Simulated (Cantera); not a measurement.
## NO annealing gas

An isothermal, constant-pressure homogeneous reactor starts with NO : N2 = 1 : 4.4 (molar parts), at 1850 K and 0.130 bar.

Detailed kinetics in Cantera: GRI-Mech 3.0 (53 species, 325 reactions).

| t (s) | x NO | x O | x N2 | x N2O | x NO2 | x O2 |
|---|---|---|---|---|---|---|
| 0.000100 | 0.185 | 1.58e-7 | 0.815 | 1.59e-7 | 2.70e-9 | 1.32e-10 |
| 0.000255 | 0.185 | 3.96e-7 | 0.815 | 4.02e-7 | 1.69e-8 | 8.54e-10 |
| 0.000652 | 0.185 | 9.76e-7 | 0.815 | 1.00e-6 | 9.97e-8 | 5.48e-9 |
| 0.00166 | 0.185 | 2.36e-6 | 0.815 | 2.43e-6 | 5.19e-7 | 3.58e-8 |
| 0.00425 | 0.185 | 5.81e-6 | 0.815 | 5.42e-6 | 2.20e-6 | 2.67e-7 |
| 0.0108 | 0.185 | 1.47e-5 | 0.815 | 1.01e-5 | 7.13e-6 | 2.64e-6 |
| 0.0277 | 0.185 | 2.68e-5 | 0.815 | 1.36e-5 | 1.39e-5 | 2.43e-5 |
| 0.0706 | 0.185 | 2.96e-5 | 0.815 | 1.42e-5 | 1.54e-5 | 0.000110 |
| 0.180 | 0.184 | 3.08e-5 | 0.815 | 1.41e-5 | 1.61e-5 | 0.000336 |
| 0.460 | 0.183 | 3.34e-5 | 0.816 | 1.39e-5 | 1.76e-5 | 0.000918 |
| 1.18 | 0.180 | 3.95e-5 | 0.817 | 1.34e-5 | 2.10e-5 | 0.00242 |
| 3.00 | 0.172 | 5.19e-5 | 0.821 | 1.21e-5 | 2.73e-5 | 0.00633 |
x: mole fraction; the columns are a selection and need not sum to one.

Equilibrium at this temperature and pressure: NO 0.00347, O 0.000162, N2 0.906, N2O 7.66e-8, NO2 1.86e-6, O2 0.0908 (gas phase only).
